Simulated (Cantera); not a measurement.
A closed system holds: 1 mol Si, 0.047 mol H2O, equilibrated at 34000 Pa.

Equilibrium computed with Cantera from the NASA thermochemical tables; the gas is ideal and each condensed phase is pure. Candidate condensed phases: H2O, Si, SiO2; 18 gas species. Mutual solubility and eutectic melting of coexisting phases are not modelled. The tables hold silica as quartz up to 1696 K and as liquid above; real silica turns to tridymite and cristobalite and melts near 1996 K. Rates play no part.

x: gas mole fraction; n: condensed amount in mol.

```json
[
 {"T (°C)": "525", "x H2": "1.00", "x SiO": "<1e-12", "x H": "4.57e-12", "x H2O": "1.84e-12", "x SiH2": "<1e-12", "n Si(s)": "0.977", "n SiO2(α-quartz)": "0.0235", "n SiO2(β-quartz)": "0"},
 {"T (°C)": "625", "x H2": "1.00", "x SiO": "___", "x H": "___", "x H2O": "___", "x SiH2": "___", "n Si(s)": "0.977", "n SiO2(α-quartz)": "0", "n SiO2(β-quartz)": "0.0235"},
 {"T (°C)": "725", "x H2": "1.00", "x SiO": "1.41e-9", "x H": "3.69e-9", "x H2O": "9.27e-10", "x SiH2": "8.84e-11", "n Si(s)": "0.977", "n SiO2(α-quartz)": "0", "n SiO2(β-quartz)": "0.0235"},
 {"T (°C)": "825", "x H2": "1.00", "x SiO": "___", "x H": "___", "x H2O": "___", "x SiH2": "___", "n Si(s)": "0.977", "n SiO2(α-quartz)": "0", "n SiO2(β-quartz)": "0.0235"},
 {"T (°C)": "925", "x H2": "1.000", "x SiO": "1.49e-6", "x H": "3.26e-7", "x H2O": "5.61e-8", "x SiH2": "1.14e-8", "n Si(s)": "0.977", "n SiO2(α-quartz)": "0", "n SiO2(β-quartz)": "0.0235"},
 {"T (°C)": "1025", "x H2": "1.000", "x SiO": "2.13e-5", "x H": "1.84e-6", "x H2O": "2.69e-7", "x SiH2": "7.39e-8", "n Si(s)": "0.976", "n SiO2(α-quartz)": "0", "n SiO2(β-quartz)": "0.0235"},
 {"T (°C)": "1125", "x H2": "1.000", "x SiO": "0.000207", "x H": "8.11e-6", "x H2O": "1.02e-6", "x SiH2": "3.66e-7", "n Si(s)": "0.976", "n SiO2(α-quartz)": "0", "n SiO2(β-quartz)": "0.0235"}
]
```

Task: Complete the blanks.

Result: 
- 625, x SiO: 1.32e-11
- 625, x H: 1.88e-10
- 625, x H2O: 5.89e-11
- 625, x SiH2: 3.45e-12
- 825, x SiO: 6.33e-8
- 825, x H: 4.24e-8
- 825, x H2O: 8.73e-9
- 825, x SiH2: 1.25e-9
